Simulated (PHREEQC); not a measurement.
A solution holds 0.21 mol NaH2PO4 and 0.0011 mol Na2HPO4 per kg of water, at 80 °C. Closed to the air; pH follows from the charge balance.

All values are PHREEQC results (ion-association model, phreeqc.dat), not measurements.

```json
[
 {"quantity": "pH", "before": "4.60", "after": "8.02"},
 {"quantity": "ionic strength (mol/kgw)", "before": "0.214", "after": "0.213"},
 {"quantity": "HPO4-2 (mol/kgw)", "before": "0.00186", "after": "0.000958"},
 {"quantity": "H3PO4 (mol/kgw)", "before": "0.000925", "after": "6.79e-11"},
 {"quantity": "NaHPO4- (mol/kgw)", "before": "0.000196", "after": "0.000101"},
 {"quantity": "PO4-3 (mol/kgw)", "before": "6.20e-10", "after": "8.43e-7"}
]
```

Q: Which change was made?
(A) NaH2PO4 replaced by NaNO3 at the same molality
(B) Na2HPO4 from 0.0011 to 0.00099 mol/kgw
(C) temperature from 80 to 40 °C
(D) diluted 10-fold with water
(E) 0.077 mol/kgw NaOH added

A: A, NaH2PO4 replaced by NaNO3 at the same molality

This is a speciation only: nothing precipitates in the calculation. Constants without temperature data keep their 25 °C values here.
